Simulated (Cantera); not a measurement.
An isothermal, constant-pressure homogeneous reactor starts with CO : O₂ : H₂O : N₂ = 0.016 : 0.031 : 0.082 : 1 (molar parts), equivalence ratio 0.26, at 1400 K and 0.470 bar.

Model: GRI-Mech 3.0 (53 species, 325 reactions), integrated in Cantera.

One state of this run: x CO = 0.0138; x O₂ = 0.0272; x H₂O = 0.0724; x H₂ = 0.000100; x HO₂ = 2.86e-6. x: mole fraction; the columns are a selection and need not sum to one.

Which value of t (s) does it belong to?
A. 1.65e-5
B. 0.000340
C. 0.000933
D. 1.09

C, 0.000933
